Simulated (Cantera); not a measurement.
**Dilute partial oxidation**

An isothermal, constant-pressure homogeneous reactor starts with 0.257 % CH4, 0.978 % O2, 98.8 % N2, equivalence ratio 0.53, at 1050 K and 3750 Torr.

Computed with Cantera and GRI-Mech 3.0 (53 species, 325 reactions).

```csv
t (s),x CH4,x O2,x OH,x CH2O,x C2H2,x CH3
5.00e-6,0.00257,0.00978,<1e-12,<1e-12,<1e-12,1.13e-12
1.99e-5,0.00257,0.00978,<1e-12,<1e-12,<1e-12,4.50e-12
7.93e-5,0.00257,0.00978,<1e-12,<1e-12,<1e-12,1.80e-11
0.000316,0.00257,0.00978,<1e-12,<1e-12,<1e-12,7.21e-11
0.00126,0.00257,0.00978,<1e-12,1.58e-11,<1e-12,2.96e-10
0.00501,0.00257,0.00978,<1e-12,2.76e-10,<1e-12,1.34e-9
0.0200,0.00257,0.00978,4.22e-12,6.22e-9,<1e-12,7.99e-9
0.0795,0.00257,0.00978,2.08e-11,1.56e-7,<1e-12,3.76e-8
0.317,0.00257,0.00978,4.40e-11,1.45e-6,<1e-12,5.92e-8
1.26,0.00251,0.00973,8.81e-10,2.46e-5,3.77e-10,2.52e-7
5.02,1.33e-10,0.00475,2.67e-8,1.17e-11,<1e-12,<1e-12
20.0,<1e-12,0.00465,1.02e-8,<1e-12,<1e-12,<1e-12
```
x: mole fraction; the columns are a selection and need not sum to one.

Equilibrium at this temperature and pressure: CH4 <1e-12, O2 0.00464, OH 1.71e-8, CH2O <1e-12, C2H2 <1e-12, CH3 <1e-12 (gas phase only).
